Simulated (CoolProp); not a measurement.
Vapour-liquid equilibrium of methanol (1) + ethanol (2) at 350.6 K; x and y are mole fractions of (1).

The numbers come from the multi-fluid Helmholtz-energy mixture model, de Reuck 1993 and Schroeder 2014; pair parameters Bell 2016 in CoolProp.

```
x     bubble pressure, mixture model (bar)  bubble pressure, Raoult's law (bar)  y, mixture model  y, Raoult's law
----  ------------------------------------  -----------------------------------  ----------------  ---------------
0.05                                 1.010                                1.009             0.082            0.082
0.15                                 1.077                                1.077             0.226            0.230
0.25                                 1.141                                1.144             0.352            0.361
0.35                                 1.205                                1.212             0.465            0.477
0.45                                 1.268                                1.280             0.568            0.581
0.55                                 1.333                                1.348             0.664            0.674
0.65                                 1.400                                1.416             0.751            0.759
0.75                                 1.469                                1.483             0.832            0.836
0.85                                 1.541                                1.551             0.905            0.906
0.95                                 1.615                                1.619             0.970            0.970
```

The largest gap from Raoult's law is -1.1 % in bubble pressure, at x = 0.65. No azeotrope shows between x = 0.05 and 0.95.

Pair parameters are fitted to limited data, so mixtures are less certain than the pure fluids.
